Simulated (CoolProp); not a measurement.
Vapour-liquid equilibrium of R22 (1) + R113 (2) at 0.206 MPa; x and y are mole fractions of (1).

Model: multi-fluid Helmholtz-energy mixture model, Kamei 1995 and Marx 1992; pair parameters Bell 2016, in CoolProp.

```csv
x,"bubble temperature, mixture model (°C)","bubble temperature, Raoult's law (°C)","y, mixture model","y, Raoult's law"
0.05,51.2,50.8,0.455,0.480
0.2,?,19.1,0.874,0.862
0.35,-1.3,3.4,0.950,0.944
0.5,?,-6.5,0.973,0.974
0.65,?,-13.5,?,0.987
0.8,-19.5,-18.9,?,0.995
0.95,-23.2,-23.2,0.998,0.999
```

Task: Some entries are withheld; supply them.

Result: 
- 0.2, bubble temperature, mixture model (°C): 15.2
- 0.5, bubble temperature, mixture model (°C): -10.1
- 0.65, bubble temperature, mixture model (°C): -15.5
- 0.65, y, mixture model: 0.984
- 0.8, y, mixture model: 0.992

The largest gap from Raoult's law is -4.7 K in bubble temperature, at x = 0.35. No azeotrope shows between x = 0.05 and 0.95.

The pair parameters rest on a limited set of measurements; away from them the model extrapolates. The gap from Raoult's law changes sign with composition, which may be real or a fault of the pair parameters; it wasn't checked against measurements.
